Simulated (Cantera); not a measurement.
What does this Cantera script print?

```python
import numpy as np
import cantera as ct

gas_names = """
    C CN CO CO2 C2 CCN CNC C2N2 C2O C3 C3O2 C4 C4N2 C5 N NCO NO NO2 NO3 N2 N2O O O2 O3 Si SiC SiC2 SiN
    SiO SiO2 Si2 Si2C Si2N Si3
""".split()
cond_names = """
    C(gr) Si(cr) Si(L) SiC(b) SiO2(Lqz) SiO2(hqz) SiO2(L) Si2N2O(s) Si3N4(a)
""".split()


# ... load() reads the species with a 1 bar reference pressure and builds the phases ...
atoms = {
    'SiC': {'Si': 1, 'C': 1},
    'N2O': {'N': 2, 'O': 1},
    'N2': {'N': 2},
}
top_T = {'C(gr)': 4500, 'SiC(b)': 3050, 'Si2N2O(s)': 2100, 'Si3N4(a)': 2400}  # K; cautious upper limits of use, not melting points


# ... equilibrate(T, P, feed) seeds the gas with the atoms and calls Mixture.equilibrate('TP', solver="vcs", rtol=1e-11, max_steps=5000) ...
results = []
feed = {'SiC': 1, 'N2O': 0.074, 'N2': 340}  # mol
T = 1323.15  # K
P = 970  # Pa
mix = equilibrate(T, P, feed)
results.append((T, P, feed, dict(zip(mix.species_names, mix.species_moles))))
print(gas.report(threshold=1e-06))
for i in range(1, mix.n_phases):
    print(f"{mix.phase(i).name:16s} {mix.phase_moles(i):12.5e} mol")
```

It prints:

```
       temperature   1323.2 K
          pressure   970 Pa
           density   0.00247 kg/m^3
  mean mol. weight   28.014 kg/kmol
   phase of matter   gas

                          1 kg             1 kmol
                     ---------------   ---------------
          enthalpy        1.1518e+06        3.2267e+07  J
   internal energy        7.5912e+05        2.1266e+07  J
           entropy            9855.1        2.7608e+05  J/K
    Gibbs function       -1.1888e+07       -3.3303e+08  J
 heat capacity c_p            1218.8             34142  J/K
 heat capacity c_v            921.96             25828  J/K

                      mass frac. Y      mole frac. X     chem. pot. / RT
                     ---------------   ---------------   ---------------
                CO        5.8448e-05        5.8457e-05           -50.812
                N2           0.99994           0.99994           -30.271
     [  +32 minor]         4.828e-08        3.0669e-08

C(gr)             9.80157e-01 mol
Si(cr)            0.00000e+00 mol
SiC(b)            0.00000e+00 mol
SiO2(hqz)         0.00000e+00 mol
Si2N2O(s)         5.41468e-02 mol
Si3N4(a)          2.97232e-01 mol
```

Cantera equilibrium calculation (NASA polynomials, part measured and part estimated; ideal gas, pure solids and liquids). Mutual solubility and eutectic melting of coexisting phases are not modelled.
